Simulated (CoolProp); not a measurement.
Properties of sulfur dioxide along the isobar 21.9 MPa (Tc = 430.6 K, pc = 7.887 MPa, ω = 0.256).

Model: reference Helmholtz-energy equation of state, Gao 2016, in CoolProp.

```tsv
T (K)	phase	Z	cp (kJ/(kg K))	cv (kJ/(kg K))	speed of sound (m/s)	expansivity (1/kK)	fugacity coefficient
404.7	liquid	0.3765	1.502	0.7699	606.2	3.099	0.2282
419.7	liquid	0.3815	1.554	0.7676	552.1	3.529	0.2749
434.8	supercritical	0.3900	1.621	0.7662	498.9	4.086	0.3248
449.8	supercritical	0.4028	1.702	0.7655	448.4	4.799	0.3758
464.8	supercritical	0.4217	1.799	0.7652	401.5	5.696	0.4273
479.9	supercritical	0.4485	1.898	0.7641	360.3	6.723	0.4782
494.9	supercritical	0.4844	1.955	0.7604	328.3	7.586	0.5267
510	supercritical	0.5288	1.923	0.7531	307.4	7.874	0.5721
525	supercritical	0.5768	1.810	0.7431	296.7	7.499	0.6136
```
